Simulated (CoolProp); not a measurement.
Vapour-liquid equilibrium of toluene (1) + o-xylene (2) at 480.1 K; x and y are mole fractions of (1).

Values from CoolProp's multi-fluid Helmholtz-energy mixture model, Lemmon 2006 and Zhou 2012; pair parameters Bell 2016.

```tsv
x	bubble pressure (bar)	y at the bubble point	dew pressure at overall composition x (bar)	liquid density (mol/L)
0.05	4.347	0.087	4.262	6.660
0.15	4.750	0.243	4.501	6.719
0.25	5.169	0.379	4.769	6.778
0.35	5.597	0.497	5.072	6.837
0.45	6.032	0.600	5.417	6.897
0.55	6.470	0.691	5.812	6.957
0.65	6.911	0.771	6.266	7.017
0.75	7.354	0.843	6.791	7.079
0.85	7.798	0.910	7.396	7.141
0.95	8.245	0.971	8.090	7.205
```

No azeotrope shows between x = 0.05 and 0.95.

The pair parameters rest on a limited set of measurements; away from them the model extrapolates.
